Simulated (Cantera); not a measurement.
Input: 1 mol SiC, 0.94 mol C, 0.013 mol N2, equilibrated at 2350 K.

Method: chemical equilibrium by Gibbs-energy minimisation in Cantera with the NASA 1993 tables (ideal gas, pure condensed phases). Candidate condensed phases: C, Si, SiC, Si3N4; 20 gas species. Kinetics and transport are ignored.

Problem. Which condensed phases are stable at each of these points (P (Pa)): 1, 7.20, 52, 370, 2700, 19000, 140000, 1000000?

Solution. 
```csv
P (Pa),condensed phases,Si condensed (%)
1,C(graphite),0.0
7.20,C(graphite),0.0
52,C(graphite) + SiC(s),98.1
370,C(graphite) + SiC(s),99.9
2700,C(graphite) + SiC(s),100.0
19000,C(graphite) + SiC(s),100.0
140000,C(graphite) + SiC(s),100.0
1000000,C(graphite) + SiC(s),100.0
```

From 0.00750 Torr to 0.0540 Torr the condensed part is C(graphite). From 0.390 Torr to 7500 Torr the condensed part is C(graphite) + SiC(s).
